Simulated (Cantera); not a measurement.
A freely propagating, adiabatic, planar premixed flame of CO : H2 : O2 : N2 = 1 : 0.076 : 0.448 : 1.69 (molar parts), equivalence ratio 1.2, unburnt at 450 K and 0.385 atm; mixture-averaged transport, grid criteria slope 0.08 and curve 0.16, no radiation.

Cantera simulation using GRI-Mech 3.0 (53 species, 325 reactions); the numbers are that mechanism's predictions, not measurements. Burning velocities carry a grid error of a few per cent, more on coarse grids.

**Question.** How do the results move with these cheaper or finer settings: unity-Lewis-number transport; multicomponent transport; multicomponent+Soret transport; grid criteria slope 0.5, curve 1; grid criteria slope 0.25, curve 0.5; grid criteria slope 0.03, curve 0.06?

**Answer.** 
```
setting                               laminar burning velocity  thermal thickness  peak x(H2O2)  grid points  grid points
------------------------------------  ------------------------  -----------------  ------------  -----------  -----------
as above                                              112 cm/s            2.48 mm       3.10e-5          142          142
unity-Lewis-number transport                         72.4 cm/s            1.92 mm       6.75e-6          141          141
multicomponent transport                              111 cm/s            2.48 mm       3.13e-5          142          142
multicomponent+Soret transport                        105 cm/s            2.48 mm       3.17e-5          142          142
grid criteria slope 0.5, curve 1                      117 cm/s            3.11 mm       2.75e-5           40           40
grid criteria slope 0.25, curve 0.5                   114 cm/s            2.67 mm       3.15e-5           63           63
grid criteria slope 0.03, curve 0.06                  111 cm/s            2.43 mm       3.11e-5          319          319
```
The base run took very roughly 16 core-seconds.
Unity Lewis numbers drop preferential diffusion, which matters most where H2 and H carry the flame; Soret adds thermal diffusion.
